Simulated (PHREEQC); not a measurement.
Solution A (21 mmol/kgw NaCl, 0.21 mmol/kgw NaHCO3 and 0.0033 mmol/kgw H4SiO4) is mixed with solution B (0.016 mol/kgw Cu(BF4)2, 0.0007 mol/kgw H2SO4 and 0.026 mol/kgw H3BO3) at 90 °C; shares are by mass of water, 1 kg in all. Oxygen alone is held at its pressure in air (log pO2 = -0.68). CO2 from the air is kept out. Only these solids could form: Cu(OH)2, Malachite, Brochantite, Antlerite, Atacamite, Quartz, Halite, Mirabilite, Chalcanthite, Nahcolite, Natron, CuF2:2H2O.

Model: ion-association model, wateq4f.dat, run in PHREEQC.

Task: Predict pH at share of solution B = 0.3, 0.55, 0.9.

Result: 
```tsv
share of solution B	pH
0.3	3.06
0.55	2.88
0.9	2.71
```

Complexes and solids missing from the database can't appear. Away from 25 °C the constants follow the database's enthalpies or fits; those with neither stay at their 25 °C values. SiF6-2 is the database's only silicon fluoride. Real BF4- forms and hydrolyses slowly; the run takes it at equilibrium.
